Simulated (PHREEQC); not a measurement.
Alkaline etch or developer: speciation

Solution (25 °C): 44 mmol/kgw NH3 and 68 mmol/kgw K3PO4. Closed to the air; pH follows from the charge balance.

Computed with PHREEQC (ion-association model, wateq4f.dat).

No solid was allowed to form.

Task: Estimate the pH.

Result: pH 12.07.

Task: In which forms is P present?

Result: PO4-3 74 %, HPO4-2 24 %, KHPO4- 2.1 % of the P.

H3PO4, which wateq4f.dat lacks, is added to it with the constant of phreeqc.dat.
